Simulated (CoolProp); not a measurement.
Saturation properties of oxygen.

The numbers come from the reference Helmholtz-energy equation of state, Schmidt 1985 in CoolProp.

```csv
T (K),p (MPa),liquid density (kg/m³),vapour density (kg/m³),enthalpy of vaporisation (kJ/kg),liquid viscosity (µPa s)
88.9,0.08837,1148,3.940,214.3,201
91.3,0.1136,1136,4.964,212.0,189
93.7,0.1441,1124,6.177,209.5,178
96.1,0.1805,1111,7.601,207.0,168
98.5,0.2235,1099,9.259,204.3,158
100.8,0.2715,1087,11.09,201.7,150
103.2,0.3294,1074,13.28,198.8,142
105.6,0.3961,1060,15.78,195.7,134
108,0.4722,1047,18.63,192.5,127
110.4,0.5585,1033,21.85,189.1,120
112.7,0.6517,1020,25.32,185.7,114
115.1,0.7604,1005,29.39,182.0,109
```

It boils at 90.2 K under 1 atm.

Viscosity comes from a separate model (Lemmon 2004).
